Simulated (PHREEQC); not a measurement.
Solution (25 °C): 0.0029 mol/kgw Na2HAsO4, 0.0047 mol/kgw LiOH and 0.021 mol/kgw LiCl. Closed to the air; pH follows from the charge balance.

Computed with PHREEQC (ion-association model, wateq4f.dat).

This is a speciation only: nothing precipitates in the calculation.

### Question
Predict the pH.

### Answer
pH 11.40.

### Question
In which forms is As present?

### Answer
AsO4-3 58 %, HAsO4-2 42 % of the As.
